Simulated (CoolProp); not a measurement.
A simple Rankine cycle with o-xylene: condensing at 327.15 K, boiler at 0.0368 MPa, turbine inlet 385 K, turbine efficiency 0.75, pump efficiency 0.7, no recuperator. Each further row changes one setting.

The numbers come from the reference Helmholtz-energy equation of state, Zhou 2012 in CoolProp.

```json
[
 {"case": "as stated", "thermal efficiency (%)": "9.7", "net work (kJ/kg)": "…", "heat in (kJ/kg)": "475", "turbine exit temperature (K)": "352.6", "volume ratio over the turbine": "8.32"},
 {"case": "turbine inlet 405 K", "thermal efficiency (%)": "9.6", "net work (kJ/kg)": "48.7", "heat in (kJ/kg)": "508", "turbine exit temperature (K)": "372.7", "volume ratio over the turbine": "8.33"},
 {"case": "condensing temperature 319.15 K", "thermal efficiency (%)": "11.0", "net work (kJ/kg)": "…", "heat in (kJ/kg)": "…", "turbine exit temperature (K)": "347.2", "volume ratio over the turbine": "12.1"},
 {"case": "boiler pressure 0.0258 MPa", "thermal efficiency (%)": "8.2", "net work (kJ/kg)": "39.1", "heat in (kJ/kg)": "476", "turbine exit temperature (K)": "…", "volume ratio over the turbine": "5.88"},
 {"case": "turbine efficiency 0.65", "thermal efficiency (%)": "8.4", "net work (kJ/kg)": "39.9", "heat in (kJ/kg)": "475", "turbine exit temperature (K)": "356.9", "volume ratio over the turbine": "8.42"}
]
```

Task: What belongs in the gaps?

Result: 
- as stated, net work (kJ/kg): 46.1
- condensing temperature 319.15 K, net work (kJ/kg): 53.8
- condensing temperature 319.15 K, heat in (kJ/kg): 490
- boiler pressure 0.0258 MPa, turbine exit temperature (K): 358.1
